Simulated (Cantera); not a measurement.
Feed: 1 mol Pb, 0.57 mol CO, 0.11 mol H2, held at 0.00800 bar.

These are equilibrium values from Cantera (NASA tables, ideal gas, pure condensed phases), not measurements of a reactor. Candidate condensed phases: C, C6H6, C7H8, C8H18, H2O, Pb, PbO, PbO2, Pb3O4; 113 gas species. Kinetics and transport are ignored.

Problem. At 1023 K, list the 6 most abundant gas species with their mole fractions, and the condensed phases.

Solution. CO 0.833, H2 0.161, Pb 0.00333, CO2 0.00199, H2O 0.000294, CH4 1.56e-5. Condensed: C(graphite) + Pb(l).
